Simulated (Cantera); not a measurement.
A perfectly stirred reactor is fed with CH4 : CO : O2 : N2 = 1 : 0.071 : 1.85 : 6.96 (molar parts), equivalence ratio 1.1, at 750 Torr; it is adiabatic with a 525 K inlet, and is followed from long to short residence time, starting on the burning branch (τ in s: 0.043, 0.017, 0.0067, 0.0027, 0.0011, 0.00042, 0.00017, 6.6e-05, 2.6e-05).

Detailed kinetics in Cantera: GRI-Mech 3.0 (53 species, 325 reactions).

One state of this run: T (K) = 2150; x CH4 = 8.58e-5; x CO = 0.0392; x O2 = 0.00967; x OH = 0.00816; x H2O = 0.169. x: mole fraction; the columns are a selection and need not sum to one.

**Question.** Which value of τ (s) does it belong to?
A. 0.0011
B. 0.00042
C. 6.6e-5
D. 0.017

**Answer.** A, 0.0011
